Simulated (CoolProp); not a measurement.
Carbon monoxide along the isotherm -179.15 °C: density (kg/m³) from the reference equation and from simpler models built on Tc = -140.3 °C, pc = 3.498 MPa, ω = 0.050; each cubic takes its own stable root.

Values from CoolProp's reference Helmholtz-energy equation of state, Lemmon 2006. It is a short technical equation, of lower accuracy than the large ones.

```json
[
 {"p (MPa)": "0.0166", "phase": "gas", "reference": "0.5975", "Redlich-Kwong": "0.5975", "Soave-Redlich-Kwong": "0.5975"},
 {"p (MPa)": "0.0378", "phase": "gas", "reference": "1.368", "Redlich-Kwong": "1.368", "Soave-Redlich-Kwong": "1.368"},
 {"p (MPa)": "0.0859", "phase": "gas", "reference": "3.150", "Redlich-Kwong": "3.149", "Soave-Redlich-Kwong": "3.149"},
 {"p (MPa)": "0.196", "phase": "gas", "reference": "7.419", "Redlich-Kwong": "7.412", "Soave-Redlich-Kwong": "7.410"},
 {"p (MPa)": "0.445", "phase": "liquid", "reference": "736.5", "Redlich-Kwong": "728.7", "Soave-Redlich-Kwong": "727.5"},
 {"p (MPa)": "1.01", "phase": "liquid", "reference": "738.6", "Redlich-Kwong": "731.7", "Soave-Redlich-Kwong": "730.5"},
 {"p (MPa)": "2.31", "phase": "liquid", "reference": "743.2", "Redlich-Kwong": "738.3", "Soave-Redlich-Kwong": "737.2"},
 {"p (MPa)": "5.25", "phase": "liquid", "reference": "752.9", "Redlich-Kwong": "751.5", "Soave-Redlich-Kwong": "750.5"}
]
```
